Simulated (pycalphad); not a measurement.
CALPHAD calculation (pycalphad, COST 507 light-alloy database (1999)), 1 atm. These are 1990s assessments: newer ones move some temperatures and phases. Diffusion is slow at the low end, where real alloys seldom reach equilibrium.

Molar enthalpy of Ti-11.79Hf-0.4832B (wt.%) in equilibrium (SER reference):

```
T (K)  H (kJ/mol)       phases
-----  ----------  -----------
2850       109.37       LIQUID
2700       102.49       LIQUID
2550        95.61       LIQUID
2400        88.73       LIQUID
2250        81.85       LIQUID
2100        74.97       LIQUID
2025        71.54       LIQUID
1950        68.10       LIQUID
1800        46.74  BCC_A2 + BM
1725        44.12  BCC_A2 + BM
1650        41.56  BCC_A2 + BM
1500        36.66  BCC_A2 + BM
1350        31.98  BCC_A2 + BM
1200        27.47  BCC_A2 + BM
1050        18.77  HCP_A3 + BM
900         13.90  HCP_A3 + BM
750          9.25  HCP_A3 + BM
600          4.80  HCP_A3 + BM
```

Cooling from 1950 K to 1800 K, across the freezing range, releases 21.4 kJ/mol, or 415 J/g. The slope is 46 J/(mol K) in the liquid and 35 J/(mol K) just below the solidus, where it includes any heat of precipitation. Liquidus 1887 K, solidus 1814 K. Changes were sought between steps of 75 K, so a narrower field can be missed.

Database names, with the compositions (at.%) that they take in these runs: BM: Ti 50 B 50. BCC_A2 is bcc; HCP_A3 is hcp.
